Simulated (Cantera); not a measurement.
An adiabatic, constant-pressure homogeneous reactor starts with CH4 : H2 : O2 : N2 = 1 : 0.13 : 0.983 : 3.7 (molar parts), at 1023 K and 4.93 atm.

Cantera simulation using GRI-Mech 3.0 (53 species, 325 reactions); the numbers are that mechanism's predictions, not measurements.

### Question
Predict: time of steepest temperature rise; temperature at 1.00 s; equilibrium temperature; x(CH4) at 1.00 s; x(H2) at 1.00 s; x(O2) at 1.00 s.

### Answer
```json
{
  "time_of_steepest_temperature_rise": "19.5 ms",
  "temperature at 1.00 s": "2090 K",
  "equilibrium_temperature": "2090 K",
  "x(CH4) at 1.00 s": "4.15e-9 (gas-phase equilibrium 4.73e-9)",
  "x(H2) at 1.00 s": "0.187 (gas-phase equilibrium 0.187)",
  "x(O2) at 1.00 s": "2.73e-8 (gas-phase equilibrium 2.73e-8)"
}
```
